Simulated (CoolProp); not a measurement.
Aqueous calcium chloride as a coolant, 4 % by mass, freezing at -1.8 °C, 1 atm.

Values from CoolProp's Melinder's fits for secondary coolants.

| T (°C) | density (kg/m³) | conductivity (W/(m K)) | Prandtl number | viscosity (mPa s) |
|---|---|---|---|---|
| 4.5 | 1033 | 0.567 | 11.7 | 1.68 |
| 11.1 | 1032 | 0.579 | 9.45 | 1.39 |
| 17.7 | 1031 | 0.590 | 7.84 | 1.17 |
| 24.3 | 1030 | 0.601 | 6.63 | 1.01 |
| 30.9 | 1028 | 0.612 | 5.68 | 0.879 |
